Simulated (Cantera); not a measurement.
An adiabatic, constant-volume homogeneous reactor starts with CH₄ : C₂H₆ : C₃H₈ : O₂ : N₂ : H₂O = 1 : 0.16 : 0.18 : 3.89 : 28.8 : 1.6 (molar parts), equivalence ratio 0.89, at 1173 K and 4.10 bar. Integrator tolerance rtol = 1e-08.

Cantera simulation using GRI-Mech 3.0 (53 species, 325 reactions); the numbers are that mechanism's predictions, not measurements. GRI-Mech 3.0 was tuned for natural gas; its chemistry of propane as a main component is partial and can be far from experiment.

What does this change do: pressure from 4.10 bar to 9.60 bar?


| quantity | before | after |
|---|---|---|
| time of steepest temperature rise | 3.12 ms | 1.62 ms |
| temperature at 0.200 s | 2391 K | 2405 K |
| equilibrium temperature | 2391 K | 2405 K |
| x(CH₄) at 0.200 s | <1e-12 (gas-phase equilibrium <1e-12) | <1e-12 (gas-phase equilibrium <1e-12) |
| x(C₂H₆) at 0.200 s | <1e-12 (gas-phase equilibrium <1e-12) | <1e-12 (gas-phase equilibrium <1e-12) |
| x(C₃H₈) at 0.200 s | <1e-12 (gas-phase equilibrium <1e-12) | <1e-12 (gas-phase equilibrium <1e-12) |
| x(NO) at 0.200 s | 0.00438 (gas-phase equilibrium 0.00438) | 0.00440 (gas-phase equilibrium 0.00440) |
| x(C₂H₄) at 0.200 s | <1e-12 (gas-phase equilibrium <1e-12) | <1e-12 (gas-phase equilibrium <1e-12) |
